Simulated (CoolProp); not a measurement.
Properties of R1336mzz(Z) at several states.

Values from CoolProp's reference Helmholtz-energy equation of state, McLinden 2020.

```
T (K)  p (bar)   phase  density (kg/m³)  cp (kJ/(kg K))  isothermal compressibility (1/MPa)
-----  -------  ------  ---------------  --------------  ----------------------------------
399.8      136  liquid             1161           1.346                                 ___
233.4     74.3  liquid              ___             ___                                 ___
476.3    0.442     gas            1.839           1.098                               22.72
271.9     5.74  liquid              ___             ___                            0.001795
432.2    0.456     gas            2.095           1.051                               22.07
```

**Question.** Fill in the missing entries.

**Answer.** 
- 399.8, isothermal compressibility (1/MPa): 0.005682
- 233.4, density (kg/m³): 1535
- 233.4, cp (kJ/(kg K)): 1.078
- 233.4, isothermal compressibility (1/MPa): 0.001081
- 271.9, density (kg/m³): 1432
- 271.9, cp (kJ/(kg K)): 1.166
